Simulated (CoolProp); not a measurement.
The fluid at 396.51 K and 0.426 MPa flows at 5.9 m/s in a round tube of 12.7 mm bore and 15 µm roughness, fully developed (64/Re and Nu = 3.66 if laminar; Colebrook and Gnielinski if turbulent). The same conditions are run with several fluids, on thermodynamics alone (safety and materials aside).

Values from CoolProp's reference Helmholtz-energy equation of state of each fluid (R22: Kamei 1995; sulfur hexafluoride: Guder 2009; C2F6 (R116): Lemmon 2006; oxygen: Schmidt 1985; R143a: Lemmon and Jacobsen 2000).

| fluid | Reynolds number | Darcy friction factor | pressure drop (Pa/m) | heat-transfer coefficient (W/(m² K)) | mass flow (kg/h) |
|---|---|---|---|---|---|
| R22 | 46900 | 0.0247 | 387 | 180 | 30.8 |
| sulfur hexafluoride | 73200 | 0.0235 | 618 | 296 | 51.7 |
| C2F6 (R116) | 72800 | 0.0235 | 582 | 320 | 48.7 |
| oxygen | 12000 | 0.0313 | 178 | 98.2 | 11.1 |
| R143a | 56600 | 0.0241 | 369 | 266 | 30.0 |

Above 300 K oxygen's equation is extrapolated.

Transport values come from each fluid's own correlations; those of R22, C2F6 (R116), R143a are estimates that may be off by 10 % or more.
